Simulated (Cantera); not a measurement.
Feed: 1 mol SiH4, 0.21 mol NH3, equilibrated at 7.50e-5 bar.

Equilibrium computed with Cantera from the NASA thermochemical tables; the gas is ideal and each condensed phase is pure. Candidate condensed phases: Si, Si3N4; 18 gas species. Mutual solubility and eutectic melting of coexisting phases are not modelled. Gases not in the tables: Si2H6 and higher silanes. Rates play no part.

Task: Which condensed phases are stable at each of these points (T (°C)): 850, 900, 950, 1000, 1050, 1100, 1150, 1200, 1250, 1300, 1350, 1400?

Result: 
| T (°C) | condensed phases | Si condensed (%) |
|---|---|---|
| 850 | Si(s) + Si3N4(s) | 100.0 |
| 900 | Si(s) + Si3N4(s) | 100.0 |
| 950 | Si(s) + Si3N4(s) | 100.0 |
| 1000 | Si(s) + Si3N4(s) | 100.0 |
| 1050 | Si(s) + Si3N4(s) | 100.0 |
| 1100 | Si(s) + Si3N4(s) | 100.0 |
| 1150 | Si(s) | 100.0 |
| 1200 | Si(s) | 100.0 |
| 1250 | Si(s) | 99.9 |
| 1300 | Si(s) | 99.8 |
| 1350 | Si(s) | 99.5 |
| 1400 | Si(s) | 98.6 |

From 850 °C to 1100 °C the condensed part is Si(s) + Si3N4(s). From 1150 °C to 1400 °C the condensed part is Si(s).
